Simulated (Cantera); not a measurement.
Input: 1 mol Si₃N₄, 15 mol NF₃, a varied amount of H₂, 1.4 mol HCl, at 1725 K and 0.0133 bar.

Equilibrium computed with Cantera from the NASA thermochemical tables; the gas is ideal and each condensed phase is pure. Candidate condensed phases: NH₄Cl, Si, Si₃N₄; 49 gas species. The tables' values for SiF₃ are old estimates; treat these amounts as uncertain. Kinetics and transport are ignored.

x: gas mole fraction; nothing condenses.

```json
[
 {"n(H₂) (mol)": "3.2", "x HF": "0.167", "x F": "0.534", "x N₂": "0.204", "x SiF₄": "0.0644", "x H₂": "<1e-12", "x Cl": "0.0230", "x HCl": "1.05e-6"},
 {"n(H₂) (mol)": "3.8", "x HF": "___", "x F": "0.509", "x N₂": "0.204", "x SiF₄": "0.0644", "x H₂": "<1e-12", "x Cl": "0.0233", "x HCl": "___"},
 {"n(H₂) (mol)": "4.5", "x HF": "0.223", "x F": "0.479", "x N₂": "0.204", "x SiF₄": "0.0644", "x H₂": "<1e-12", "x Cl": "0.0235", "x HCl": "1.60e-6"},
 {"n(H₂) (mol)": "5.3", "x HF": "0.257", "x F": "0.445", "x N₂": "0.204", "x SiF₄": "0.0644", "x H₂": "<1e-12", "x Cl": "0.0239", "x HCl": "2.01e-6"},
 {"n(H₂) (mol)": "6.3", "x HF": "0.300", "x F": "0.402", "x N₂": "0.204", "x SiF₄": "0.0643", "x H₂": "<1e-12", "x Cl": "0.0243", "x HCl": "2.64e-6"},
 {"n(H₂) (mol)": "7.5", "x HF": "0.351", "x F": "0.351", "x N₂": "0.204", "x SiF₄": "0.0643", "x H₂": "<1e-12", "x Cl": "0.0249", "x HCl": "3.62e-6"},
 {"n(H₂) (mol)": "8.9", "x HF": "___", "x F": "___", "x N₂": "0.203", "x SiF₄": "0.0642", "x H₂": "<1e-12", "x Cl": "0.0255", "x HCl": "___"},
 {"n(H₂) (mol)": "11", "x HF": "0.501", "x F": "0.202", "x N₂": "0.203", "x SiF₄": "0.0642", "x H₂": "<1e-12", "x Cl": "0.0266", "x HCl": "9.57e-6"},
 {"n(H₂) (mol)": "13", "x HF": "0.585", "x F": "0.118", "x N₂": "0.203", "x SiF₄": "0.0641", "x H₂": "<1e-12", "x Cl": "0.0277", "x HCl": "2.00e-5"},
 {"n(H₂) (mol)": "15", "x HF": "0.670", "x F": "0.0337", "x N₂": "0.203", "x SiF₄": "0.0640", "x H₂": "1.30e-11", "x Cl": "0.0288", "x HCl": "8.33e-5"},
 {"n(H₂) (mol)": "18", "x HF": "0.682", "x F": "7.06e-7", "x N₂": "0.196", "x SiF₄": "0.0613", "x H₂": "0.0306", "x Cl": "0.000204", "x HCl": "0.0287"}
]
```

**Question.** Complete the blanks.

**Answer.** 
- 3.8, x HF: 0.193
- 3.8, x HCl: 1.29e-6
- 8.9, x HF: 0.411
- 8.9, x F: 0.291
- 8.9, x HCl: 5.24e-6
